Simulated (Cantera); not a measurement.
# Equilibrium for silicon carbide growth: SiCl4 + C3H8 + H2

Feed: 1 mol SiCl4, 0.0037 mol C3H8, a varied amount of H2, held at 1223 K and 0.180 bar.

Equilibrium computed with Cantera from the NASA thermochemical tables; the gas is ideal and each condensed phase is pure. Candidate condensed phases: C, C6H6, C7H8, C8H18, Si, SiC; 109 gas species. Mutual solubility and eutectic melting of coexisting phases are not modelled. The tables' values for SiCl3 are old estimates; treat these amounts as uncertain. Kinetics and transport are ignored.

From 18 mol H2 to 1700 mol H2 the condensed part is Si(s) + SiC(s). The main Si-bearing gas is SiCl4 at 18 mol H2 and SiCl2 at 1700 mol H2. The share of Si in condensed phases is highest at 1700 mol H2 (97.3 %) and lowest at 18 mol H2 (10.6 %).

```json
[
 {"n(H2) (mol)": "18", "x H2": "0.898", "x HCl": "0.0559", "x SiCl4": "0.0216", "x SiHCl3": "0.0107", "x SiCl2": "0.00846", "x SiCl3": "0.00478", "x SiH2Cl2": "0.000707", "x SiH3Cl": "1.29e-5", "n Si(s)": "0.0955", "n SiC(s)": "0.0110"},
 {"n(H2) (mol)": "26", "x H2": "0.920", "x HCl": "0.0496", "x SiCl4": "0.0127", "x SiHCl3": "0.00728", "x SiCl2": "0.00649", "x SiCl3": "0.00322", "x SiH2Cl2": "0.000556", "x SiH3Cl": "1.17e-5", "n Si(s)": "0.160", "n SiC(s)": "0.0110"},
 {"n(H2) (mol)": "38", "x H2": "0.938", "x HCl": "0.0430", "x SiCl4": "0.00693", "x SiHCl3": "0.00466", "x SiCl2": "0.00480", "x SiCl3": "0.00204", "x SiH2Cl2": "0.000419", "x SiH3Cl": "1.03e-5", "n Si(s)": "0.244", "n SiC(s)": "0.0109"},
 {"n(H2) (mol)": "55", "x H2": "0.952", "x HCl": "0.0367", "x SiCl4": "0.00356", "x SiHCl3": "0.00285", "x SiCl2": "0.00344", "x SiCl3": "0.00124", "x SiH2Cl2": "0.000304", "x SiH3Cl": "8.95e-6", "n Si(s)": "0.344", "n SiC(s)": "0.0109"},
 {"n(H2) (mol)": "81", "x H2": "0.963", "x HCl": "0.0302", "x SiCl4": "0.00160", "x SiHCl3": "0.00157", "x SiCl2": "0.00230", "x SiCl3": "0.000679", "x SiH2Cl2": "0.000206", "x SiH3Cl": "7.46e-6", "n Si(s)": "0.463", "n SiC(s)": "0.0107"},
 {"n(H2) (mol)": "120", "x H2": "0.973", "x HCl": "0.0239", "x SiCl4": "0.000617", "x SiHCl3": "0.000774", "x SiCl2": "0.00143", "x SiCl3": "0.000333", "x SiH2Cl2": "0.000130", "x SiH3Cl": "5.97e-6", "n Si(s)": "0.589", "n SiC(s)": "0.0106"},
 {"n(H2) (mol)": "170", "x H2": "0.979", "x HCl": "0.0188", "x SiCl4": "0.000233", "x SiHCl3": "0.000374", "x SiCl2": "0.000879", "x SiCl3": "0.000160", "x SiH2Cl2": "8.01e-5", "x SiH3Cl": "4.73e-6", "n Si(s)": "0.692", "n SiC(s)": "0.0103"},
 {"n(H2) (mol)": "250", "x H2": "0.985", "x HCl": "0.0139", "x SiCl4": "6.87e-5", "x SiHCl3": "0.000150", "x SiCl2": "0.000478", "x SiCl3": "6.42e-5", "x SiH2Cl2": "4.38e-5", "x SiH3Cl": "3.52e-6", "n Si(s)": "0.786", "n SiC(s)": "0.00997"},
 {"n(H2) (mol)": "370", "x H2": "0.990", "x HCl": "0.00992", "x SiCl4": "1.76e-5", "x SiHCl3": "5.42e-5", "x SiCl2": "0.000242", "x SiCl3": "2.31e-5", "x SiH2Cl2": "2.23e-5", "x SiH3Cl": "2.52e-6", "n Si(s)": "0.856", "n SiC(s)": "0.00941"},
 {"n(H2) (mol)": "540", "x H2": "0.993", "x HCl": "0.00702", "x SiCl4": "4.38e-6", "x SiHCl3": "1.91e-5", "x SiCl2": "0.000121", "x SiCl3": "8.14e-6", "x SiH2Cl2": "1.11e-5", "x SiH3Cl": "1.79e-6", "n Si(s)": "0.902", "n SiC(s)": "0.00862"},
 {"n(H2) (mol)": "800", "x H2": "0.995", "x HCl": "0.00483", "x SiCl4": "9.80e-7", "x SiHCl3": "6.23e-6", "x SiCl2": "5.71e-5", "x SiCl3": "2.65e-6", "x SiH2Cl2": "5.28e-6", "x SiH3Cl": "1.23e-6", "n Si(s)": "0.934", "n SiC(s)": "0.00742"},
 {"n(H2) (mol)": "1200", "x H2": "0.997", "x HCl": "0.00326", "x SiCl4": "2.03e-7", "x SiHCl3": "1.91e-6", "x SiCl2": "2.60e-5", "x SiCl3": "8.13e-7", "x SiH2Cl2": "2.41e-6", "x SiH3Cl": "8.34e-7", "n Si(s)": "0.956", "n SiC(s)": "0.00556"},
 {"n(H2) (mol)": "1700", "x H2": "0.998", "x HCl": "0.00232", "x SiCl4": "5.17e-8", "x SiHCl3": "6.86e-7", "x SiCl2": "1.31e-5", "x SiCl3": "2.91e-7", "x SiH2Cl2": "1.22e-6", "x SiH3Cl": "5.93e-7", "n Si(s)": "0.969", "n SiC(s)": "0.00324"}
]
```
x: gas mole fraction; n: condensed amount in mol.
